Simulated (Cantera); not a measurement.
A Cantera script and what it prints.

```python
import numpy as np
import cantera as ct

gas_names = """
    H HO2 H2 H2O H2O2 O OH O2 O3 Pb PbO Pb2
""".split()
cond_names = """
    H2O(s) H2O(L) Pb(cr) Pb(L) PbO(rd) PbO(yw) PbO(L) PbO2(s) Pb3O4(s)
""".split()


# ... load() reads the species with a 1 bar reference pressure and builds the phases ...
atoms = {
    'Pb': {'Pb': 1},
    'O2': {'O': 2},
    'H2': {'H': 2},
}
top_T = {'Pb3O4(s)': 820}  # K; cautious upper limits of use, not melting points


# ... equilibrate(T, P, feed) seeds the gas with the atoms and calls Mixture.equilibrate('TP', solver="vcs", rtol=1e-11, max_steps=5000) ...
results = []
feed = {'Pb': 1, 'O2': 0.6, 'H2': 1.2}  # mol
T = 1373  # K
P = 26  # Pa
mix = equilibrate(T, P, feed)
results.append((T, P, feed, dict(zip(mix.species_names, mix.species_moles))))
x = sorted(zip(gas.X, gas.species_names), reverse=True)
print(f"T = {T:g} K  P = {P:g} Pa  gas = {mix.phase_moles(0):.4g} mol")
print("   x: " + "  ".join(f"{s} {v:.3e}" for v, s in x if v > 1e-06))
print("   condensed (mol): " + ("  ".join(f"{mix.phase(i).name} {mix.phase_moles(i):.4g}"
      for i in range(1, mix.n_phases) if mix.phase_moles(i) > 1e-12) or "none"))
```

Result:

```
T = 1373 K  P = 26 Pa  gas = 2.2 mol
   x: H2O 5.393e-01  Pb 4.485e-01  H2 6.087e-03  PbO 6.077e-03  OH 2.549e-05  H 1.611e-05  O2 2.650e-06  Pb2 1.405e-06
   condensed (mol): none
```

Equilibrium computed with Cantera from the NASA thermochemical tables; the gas is ideal and each condensed phase is pure.
